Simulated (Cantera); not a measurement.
A Cantera script and what it prints.

```python
import numpy as np
import cantera as ct

gas_names = """
    CL CL2 Cs CsCL Cs2 Cs2CL2 H HCL H2 N NH NH2 NH3 N2 N2H2 N2H4
""".split()
cond_names = """
    Cs(cr) Cs(L) CsCL(a) CsCL(b) CsCL(L) NH4CL(a) NH4CL(b)
""".split()


# ... load() reads the species with a 1 bar reference pressure and builds the phases ...
atoms = {
    'CsCl': {'Cs': 1, 'CL': 1},
    'H2': {'H': 2},
    'N2': {'N': 2},
}
top_T = {}  # K; cautious upper limits of use, not melting points


# ... equilibrate(T, P, feed) seeds the gas with the atoms and calls Mixture.equilibrate('TP', solver="vcs", rtol=1e-11, max_steps=5000) ...
results = []
feed = {'CsCl': 1, 'H2': 0.97, 'N2': 0.21}  # mol
T = 1350  # K
P = 1000  # Pa
mix = equilibrate(T, P, feed)
results.append((T, P, feed, dict(zip(mix.species_names, mix.species_moles))))
x = sorted(zip(gas.X, gas.species_names), reverse=True)
print(f"T = {T:g} K  P = {P:g} Pa  gas = {mix.phase_moles(0):.4g} mol")
print("   x: " + "  ".join(f"{s} {v:.3e}" for v, s in x if v > 1e-06))
print("   condensed (mol): " + ("  ".join(f"{mix.phase(i).name} {mix.phase_moles(i):.4g}"
      for i in range(1, mix.n_phases) if mix.phase_moles(i) > 1e-12) or "none"))
```

Output:

```
T = 1350 K  P = 1000 Pa  gas = 2.167 mol
   x: CsCL 4.478e-01  H2 4.472e-01  N2 9.690e-02  Cs2CL2 6.402e-03  Cs 8.660e-04  HCL 8.659e-04  H 1.594e-05
   condensed (mol): none
```

Method: chemical equilibrium by Gibbs-energy minimisation in Cantera with the NASA 1993 tables (ideal gas, pure condensed phases).
